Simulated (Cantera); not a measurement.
Input (Python, Cantera):

```python
import numpy as np
import cantera as ct

gas = ct.Solution("gri30.yaml")
gas.TPX = 1075, 38000, {'N2O': 1, 'O2': 1.4}
reactor = ct.IdealGasConstPressureReactor(gas, energy="off", clone=False)
net = ct.ReactorNet([reactor])
net.rtol, net.atol = 1e-08, 1e-18
show = ['N2O', 'O2', 'NO2', 'NO', 'N2']
times = np.geomspace(0.0008, 70, 11)

steps = ct.SolutionArray(gas, extra=["t"])
rows = []
print(f"{'t/s':>10s}{'T/K':>9s}{'P/Pa':>11s}" + "".join(f"{s:>11s}" for s in show))
for t in times:
    while net.time < t:
        t_next = net.step()
        steps.append(gas.state, t=t_next)
    rows.append([np.interp(t, steps.t, y) for y in (steps.T, steps.P, *steps(*show).X.T)])
    print(f"{t:10.3e}{rows[-1][0]:9.1f}{rows[-1][1]:11.4g}" + "".join(f"{x:11.3e}" for x in rows[-1][2:]))
rate = np.gradient(steps.T, steps.t)
print("integrator steps:", len(steps.t))
if steps.T.max() > steps.T[0] + 200:
    print(f"time of steepest temperature rise: {steps.t[rate.argmax()]:.4e} s")
gas.TPX = 1075, 38000, {'N2O': 1, 'O2': 1.4}
gas.equilibrate("TP")
print(f"equilibrium (TP): T = {gas.T:.1f} K  " + "  ".join(f"{s} {gas[s].X[0]:.3e}" for s in show))
```

Result:

```
       t/s      T/K       P/Pa        N2O         O2        NO2         NO         N2
 8.000e-04   1075.0    3.8e+04  4.167e-01  5.833e-01  2.389e-12  3.004e-07  5.029e-06
 2.496e-03   1075.0    3.8e+04  4.166e-01  5.833e-01  2.585e-11  9.886e-07  1.609e-05
 7.789e-03   1075.0    3.8e+04  4.166e-01  5.833e-01  2.582e-10  3.136e-06  5.061e-05
 2.430e-02   1075.0    3.8e+04  4.165e-01  5.834e-01  2.494e-09  9.832e-06  1.583e-04
 7.584e-02   1075.0    3.8e+04  4.161e-01  5.834e-01  2.284e-08  3.069e-05  4.940e-04
 2.366e-01   1075.0    3.8e+04  4.147e-01  5.836e-01  1.849e-07  9.552e-05  1.539e-03
 7.384e-01   1075.0    3.8e+04  4.107e-01  5.842e-01  1.125e-06  2.955e-04  4.773e-03
 2.304e+00   1075.0    3.8e+04  3.985e-01  5.860e-01  4.598e-06  9.016e-04  1.461e-02
 7.189e+00   1075.0    3.8e+04  3.632e-01  5.912e-01  1.466e-05  2.634e-03  4.296e-02
 2.243e+01   1075.0    3.8e+04  2.759e-01  6.042e-01  3.906e-05  6.803e-03  1.131e-01
 7.000e+01   1075.0    3.8e+04  1.307e-01  6.260e-01  7.748e-05  1.311e-02  2.301e-01
integrator steps: 582
equilibrium (TP): T = 1075.0 K  N2O 2.475e-09  O2 6.551e-01  NO2 2.844e-06  NO 7.915e-05  N2 3.448e-01
```

Model: GRI-Mech 3.0 (53 species, 325 reactions), integrated in Cantera. GRI-Mech 3.0 was tuned for natural gas; its chemistry of N2O as a main component is partial and can be far from experiment. The mechanism lacks the step 2 NO + O2 → 2 NO2, which can matter for NO2 below about 1400 K. The temperature is held fixed by assumption; the heat of reaction is taken as removed at once.
